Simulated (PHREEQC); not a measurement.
Make-up at 31 °C: 0.11 mol/kgw K2CO3, 6.6e-05 mol/kgw MgSO4 and 0.0031 mol/kgw NaCl. Closed to the air; pH follows from the charge balance.

Equilibrium calculation in PHREEQC: Pitzer model, pitzer.dat.

pH: 11.27
ionic strength: 0.329 mol/kgw
specific conductance: 24600 µS/cm
density: 1.009 g/cm³
osmotic coefficient: 0.827
total alkalinity: 220 meq/kg

| species | molality | activity | log γ |
|---|---|---|---|
| K+ | 0.220 | 0.147 | -0.176 |
| CO3-2 | 0.106 | 0.0256 | -0.618 |
| HCO3- | 0.00397 | 0.00269 | -0.170 |
| OH- | 0.00397 | 0.00292 | -0.133 |
| Cl- | 0.00310 | 0.00211 | -0.168 |
| Na+ | 0.00310 | 0.00200 | -0.190 |
| SO4-2 | 6.60e-5 | 1.32e-5 | -0.698 |

This is a speciation only: nothing precipitates in the calculation. Examples of supersaturated solids here: Magnesite (slow to form). Others may be too.
